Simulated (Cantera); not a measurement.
Input: 1 mol Si, 8.8 mol HCl, held at 3.30 Pa.

Equilibrium computed with Cantera from the NASA thermochemical tables; the gas is ideal and each condensed phase is pure. Candidate condensed phases: Si; 19 gas species. The tables' values for SiCl₃ are old estimates; treat these amounts as uncertain. Rates play no part. All values below are at 1073 K.

Base state: HCl 0.633, H₂ 0.241, SiCl₄ 0.110, SiCl₂ 0.00837, SiCl₃ 0.00759, SiHCl₃ 0.000513 (mole fractions); condensed: gas only.

What changes in the equilibrium state with this change: pressure from 3.30 Pa to 10.0 mbar?


| species | before | after |
|---|---|---|
| HCl | 0.633 | 0.616 |
| H₂ | 0.241 | 0.255 |
| SiCl₄ | 0.110 | 0.127 |
| SiCl₂ | 0.00837 | 3.56e-5 |
| SiCl₃ | 0.00759 | 0.000532 |
